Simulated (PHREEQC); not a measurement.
Make-up at 25 °C: 170 mmol/kgw Na2CO3, 41 mmol/kgw CsCl and 12 mmol/kgw KBr. Closed to the air; pH follows from the charge balance.

All values are PHREEQC results (ion-association model, wateq4f.dat), not measurements.

Task: The ionic strength comes out as 0.379 mol/kgw. What activity coefficients do OH-, CO3-2, Cs+, NaCO3-, Br- get?

Result: OH- 0.65, CO3-2 0.25, Cs+ 0.73, NaCO3- 0.71, Br- 0.73.

This is a speciation only: nothing precipitates in the calculation.
